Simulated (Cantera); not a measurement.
Input (Python, Cantera) and output of one run.

```python
import numpy as np
import cantera as ct

gas_names = """
    C CO COS CO2 CS CS2 C2 C2O C3 C3O2 C4 C5 Mg MgO MgS Mg2 O O2 O3 S SO SO2 SO3 S2 S2O S8
""".split()
cond_names = """
    C(gr) Mg(cr) Mg(L) MgCO3(s) MgO(s) MgO(L) MgS(s) MgSO4(s) MgSO4(L) S(cr1) S(cr2) S(L)
""".split()


# ... load() reads the species with a 1 bar reference pressure and builds the phases ...
atoms = {
    'MgCO3': {'Mg': 1, 'C': 1, 'O': 3},
    'SO3': {'S': 1, 'O': 3},
    'O2': {'O': 2},
}
top_T = {'C(gr)': 4500, 'MgS(s)': 2250}  # K; cautious upper limits of use, not melting points


# ... equilibrate(T, P, feed) seeds the gas with the atoms and calls Mixture.equilibrate('TP', solver="vcs", rtol=1e-11, max_steps=5000) ...
results = []
feed = {'MgCO3': 1, 'SO3': 3.2, 'O2': 0.71}  # mol
P = 8400  # Pa
for T in [648, 723, 798, 873, 948, 1023, 1098, 1173, 1248, 1323]:
    mix = equilibrate(T, P, feed)
    results.append((T, P, feed, dict(zip(mix.species_names, mix.species_moles))))
    x = sorted(zip(gas.X, gas.species_names), reverse=True)
    print(f"T = {T:g} K  P = {P:g} Pa  gas = {mix.phase_moles(0):.4g} mol")
    print("   x: " + "  ".join(f"{s} {v:.3e}" for v, s in x if v > 0.001))
    print("   condensed (mol): " + ("  ".join(f"{mix.phase(i).name} {mix.phase_moles(i):.4g}"
          for i in range(1, mix.n_phases) if mix.phase_moles(i) > 1e-12) or "none"))
```

Output:

```
T = 648 K  P = 8400 Pa  gas = 3.918 mol
   x: SO3 5.575e-01  CO2 2.552e-01  O2 1.832e-01  SO2 4.022e-03
   condensed (mol): MgSO4(s) 1
T = 723 K  P = 8400 Pa  gas = 3.96 mol
   x: SO3 5.306e-01  CO2 2.526e-01  O2 1.918e-01  SO2 2.505e-02
   condensed (mol): MgSO4(s) 1
T = 798 K  P = 8400 Pa  gas = 4.098 mol
   x: SO3 4.451e-01  CO2 2.440e-01  O2 2.191e-01  SO2 9.175e-02
   condensed (mol): MgSO4(s) 1
T = 873 K  P = 8400 Pa  gas = 4.351 mol
   x: SO3 3.028e-01  O2 2.646e-01  CO2 2.298e-01  SO2 2.028e-01
   condensed (mol): MgSO4(s) 1
T = 948 K  P = 8400 Pa  gas = 4.618 mol
   x: O2 3.071e-01  SO2 3.068e-01  CO2 2.165e-01  SO3 1.696e-01
   condensed (mol): MgSO4(s) 1
T = 1023 K  P = 8400 Pa  gas = 4.803 mol
   x: SO2 3.717e-01  O2 3.337e-01  CO2 2.082e-01  SO3 8.634e-02
   condensed (mol): MgSO4(s) 1
T = 1098 K  P = 8400 Pa  gas = 4.902 mol
   x: SO2 4.049e-01  O2 3.473e-01  CO2 2.040e-01  SO3 4.388e-02
   condensed (mol): MgSO4(s) 1
T = 1173 K  P = 8400 Pa  gas = 4.952 mol
   x: SO2 4.209e-01  O2 3.538e-01  CO2 2.019e-01  SO3 2.333e-02
   condensed (mol): MgSO4(s) 1
T = 1248 K  P = 8400 Pa  gas = 6.463 mol
   x: SO2 4.805e-01  O2 3.501e-01  CO2 1.547e-01  SO3 1.460e-02
   condensed (mol): MgO(s) 1
T = 1323 K  P = 8400 Pa  gas = 6.482 mol
   x: SO2 4.850e-01  O2 3.520e-01  CO2 1.543e-01  SO3 8.720e-03
   condensed (mol): MgO(s) 1
```

These are equilibrium values from Cantera (NASA tables, ideal gas, pure condensed phases), not measurements of a reactor.
